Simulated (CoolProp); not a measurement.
Toluene at several states: density (kg/m³) from the reference equation and from simpler models built on Tc = 591.7 K, pc = 4.126 MPa, ω = 0.266; each cubic takes its own stable root.

Model: reference Helmholtz-energy equation of state, Lemmon 2006, in CoolProp. It is a short technical equation, of lower accuracy than the large ones.

```tsv
T (K)	p (MPa)	phase	reference	Redlich-Kwong	Peng-Robinson
358.6	0.0458	gas	1.449	1.437	1.441
445.6	0.0884	gas	2.245	2.235	2.241
279.1	0.12	liquid	879.9	765.2	876.6
438.9	4.33	liquid	727.5	626.6	736.4
426.6	8.52	liquid	748.3	654.0	761.7
221.8	0.0675	liquid	933.0	804.5	911.4
```
